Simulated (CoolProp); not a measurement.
Vapour-liquid equilibrium of n-heptane (1) + p-xylene (2) at 0.109 MPa; x and y are mole fractions of (1).

Values from CoolProp's multi-fluid Helmholtz-energy mixture model, Span 2003 and Zhou 2012; pair parameters Bell 2016.

| x | bubble temperature, mixture model (°C) | bubble temperature, Raoult's law (°C) | y, mixture model | y, Raoult's law |
|---|---|---|---|---|
| 0.05 | 136.7 | 137.8 | 0.148 | 0.130 |
| 0.2 | 126.6 | 129.1 | 0.445 | 0.423 |
| 0.35 | 119.4 | 121.9 | 0.623 | 0.619 |
| 0.5 | 113.9 | 115.8 | 0.745 | 0.756 |
| 0.65 | 109.4 | 110.6 | 0.837 | 0.854 |
| 0.8 | 105.5 | 106.1 | 0.913 | 0.928 |
| 0.95 | 102.0 | 102.1 | 0.979 | 0.984 |

The largest gap from Raoult's law is -2.5 K in bubble temperature, at x = 0.35. No azeotrope shows between x = 0.05 and 0.95.

The pair parameters rest on a limited set of measurements; away from them the model extrapolates.
